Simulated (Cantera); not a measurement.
A freely propagating, adiabatic, planar premixed flame of CO : H2 : O2 : N2 = 1 : 1.3 : 0.821 : 2.38 (molar parts), unburnt at 473 K and 0.890 bar; mixture-averaged transport, grid criteria slope 0.08 and curve 0.16, no radiation.

Computed with Cantera and GRI-Mech 3.0 (53 species, 325 reactions). Burning velocities carry a grid error of a few per cent, more on coarse grids.

Problem. Predict: laminar burning velocity; thermal thickness; peak x(H2O2); peak x(H).

Solution. 
- laminar burning velocity: 470 cm/s
- thermal thickness: 0.524 mm
- peak x(H2O2): 3.72e-5
- peak x(H): 0.0606
